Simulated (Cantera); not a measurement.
Standard-state values (1 bar) from the NASA 1993 polynomials, evaluated with Cantera. Values are per mole of reaction as written; species without (g) are pure solids or liquids, kept so even where they would boil at 1 bar.

a) 0.6667 Cr + O2(g) ⇌ 0.6667 CrO3(g)
b) C + O2(g) ⇌ CO2(g)
c) 2 Pb + O2(g) ⇌ 2 PbO(g)
d) 2 B + O2(g) ⇌ B2O2(g)
e) 2 H2(g) + O2(g) ⇌ 2 H2O(g)

Order these by ΔG° at 2400 K, most negative first.

d (-506 kJ), b (-396 kJ), e (-225 kJ), c (-124 kJ), a (-75 kJ)
